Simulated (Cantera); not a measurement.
## Equilibrium for carbon deposition, reforming and gasification: C3H8 + NH3 + H2 + O2

A closed system holds: 1 mol C3H8, 0.019 mol NH3, 99 mol H2, 0.0084 mol O2, held at 1 atm.

Cantera equilibrium calculation (NASA polynomials, part measured and part estimated; ideal gas, pure solids and liquids). Candidate condensed phases: C, C6H6, C7H8, C8H18, H2O; 169 gas species. Ions and electrons are included (thermal ionisation). The numbers say what is thermodynamically allowed, not how fast it happens.

```tsv
T (K)	x H	x H2	x C	x C2H2 (acetylene)	x C2H	x C2
3000	0.144	0.842	2.45e-5	0.0126	0.000371	7.53e-6
3500	0.436	0.552	0.000747	0.00770	0.00191	0.000210
4000	0.759	0.230	0.00613	0.00123	0.00199	0.00102
4500	0.915	0.0709	0.0129	3.06e-5	0.000268	0.000580
5000	0.963	0.0227	0.0141	4.78e-7	1.78e-5	0.000135
```
x: gas mole fraction; nothing condenses.

From 3000 K to 5000 K nothing is condensed. The main C-bearing gas is C2H2 (acetylene) at 3000 K and C at 5000 K.
